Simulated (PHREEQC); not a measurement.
## Cooling-tower water: speciation

A made-up water analysis in mmol/kgw, 25 °C, pH 6.29, pe 0.8:

```tsv
constituent	mmol/kgw
Na	16.1
K	14.9
Ca	5.41
Mg	4.42
Cl	17.4
S(6)	12.2
Alkalinity (meq/kgw)	9.18
Mn(2)	0.596
```

Valence states are taken as typed.

All values are PHREEQC results (ion-association model, phreeqc.dat), not measurements.

Precipitation was switched off in this run.

Question: Estimate the ionic strength, density.

Answer: ionic strength 0.0613 mol/kgw; density 1.000 g/cm³.

Question: In which forms is Ca present?

Answer: Ca+2 74 %, CaSO4 23 %, CaHCO3+ 3.6 % of the Ca.

Saturation is exceeded, for instance for Rhodochrosite; the values hold only as long as no solid forms. Species that the database lacks are ignored.
